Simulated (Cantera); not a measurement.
## Halide evaporation, hydrolysis and transport: FeCl₃ + H₂O + N₂

Feed: 1 mol FeCl₃, 5.3 mol H₂O, 0.1 mol N₂, equilibrated at 1527 °C and 10000 Pa.

Equilibrium computed with Cantera from the NASA thermochemical tables; the gas is ideal and each condensed phase is pure. Candidate condensed phases: Fe, FeCl₂, FeCl₃, FeO, Fe(OH)₂, Fe(OH)₃, Fe₂O₃, Fe₃O₄, H₂O, NH₄Cl; 37 gas species. Rates play no part.

| Item | Value |
|---|---|
| x(H₂O) | 0.590 |
| x(HCl) | 0.316 |
| x(FeCl₂) | 0.0489 |
| x(O₂) | 0.0173 |
| x(N₂) | 0.0141 |
| x(Cl) | 0.00992 |
| x(OH) | 0.00160 |
| x(H₂) | 0.000765 |
| x(NO) | 0.000159 |
| n(Fe₃O₄(s)) | 0.218 mol |
| gas amount | 7.063 mol |
| log10 activity of Fe(δ) (absent) | -3.49 |
| log10 activity of FeCl₂(l) (absent) | -3.61 |
